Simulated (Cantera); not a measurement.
Input (Python, Cantera):

```python
import numpy as np
import cantera as ct

gas = ct.Solution("gri30.yaml")
gas.TPX = 625, 740000, {'CH4': 1, 'O2': 1.43, 'N2': 5.37}
flame = ct.FreeFlame(gas, width=0.0099)
flame.set_refine_criteria(ratio=3, slope=0.08, curve=0.16)
flame.transport_model = "mixture-averaged"
flame.solve(loglevel=0, auto=True)
z, T = flame.grid, flame.T
thick = (T[-1] - T[0]) / np.gradient(T, z).max()
show = ['CH4', 'O2', 'H2', 'HCN', 'NO', 'CO']
print(f"laminar burning velocity  {flame.velocity[0] * 100:.3f} cm/s")
print(f"burnt temperature         {T[-1]:.1f} K")
print(f"thermal thickness         {thick * 1e3:.4f} mm")
print(f"grid points               {len(z)}")
z0 = z[flame.heat_release_rate.argmax()]
print(f"{'z/mm':>9s}{'T/K':>9s}{'u/(m/s)':>9s}" + "".join(f"{s:>11s}" for s in show))
rows = []
for k in (-3, -2, -1.5, -1, -0.5, -0.25, 0, 0.25, 0.5, 1, 2, 4, 8):
    zz = z0 + k * thick
    rows.append([k * thick, np.interp(zz, z, T), np.interp(zz, z, flame.velocity),
                 *(np.interp(zz, z, flame.X[gas.species_index(s)]) for s in show)])
    print(f"{rows[-1][0] * 1e3:9.3f}{rows[-1][1]:9.1f}{rows[-1][2]:9.3f}" + "".join(f"{x:11.3e}" for x in rows[-1][3:]))
```

Result:

```
laminar burning velocity  34.777 cm/s
burnt temperature         2218.1 K
thermal thickness         0.1350 mm
grid points               134
     z/mm      T/K  u/(m/s)        CH4         O2         H2        HCN         NO         CO
   -0.405    626.0    0.350  1.276e-01  1.826e-01  3.628e-03  1.596e-09  5.471e-10  2.178e-05
   -0.270    635.0    0.356  1.261e-01  1.811e-01  8.884e-03  2.390e-08  6.326e-09  2.396e-04
   -0.203    662.0    0.374  1.231e-01  1.782e-01  1.438e-02  1.193e-07  2.901e-08  9.752e-04
   -0.135    785.8    0.449  1.124e-01  1.668e-01  2.349e-02  8.170e-07  2.279e-07  5.037e-03
   -0.068   1227.8    0.716  7.652e-02  1.214e-01  3.604e-02  5.073e-06  2.470e-06  2.396e-02
   -0.034   1605.2    0.948  4.471e-02  7.713e-02  4.272e-02  1.064e-05  5.758e-06  4.409e-02
    0.000   1953.6    1.165  1.609e-02  3.211e-02  4.797e-02  2.051e-05  1.063e-05  6.474e-02
    0.034   2127.3    1.273  4.860e-03  9.560e-03  5.072e-02  3.380e-05  1.791e-05  7.335e-02
    0.068   2185.9    1.308  2.130e-03  2.845e-03  5.289e-02  4.131e-05  2.497e-05  7.476e-02
    0.135   2214.0    1.324  9.492e-04  3.821e-04  5.596e-02  4.282e-05  3.398e-05  7.465e-02
    0.270   2220.2    1.328  4.436e-04  1.949e-05  5.860e-02  3.752e-05  4.407e-05  7.482e-02
    0.540   2219.5    1.328  1.541e-04  1.957e-06  6.018e-02  2.674e-05  5.857e-05  7.561e-02
    1.080   2218.4    1.328  2.117e-05  1.855e-06  6.079e-02  1.228e-05  7.697e-05  7.616e-02
```

Detailed kinetics in Cantera: GRI-Mech 3.0 (53 species, 325 reactions). Burning velocities carry a grid error of a few per cent, more on coarse grids.
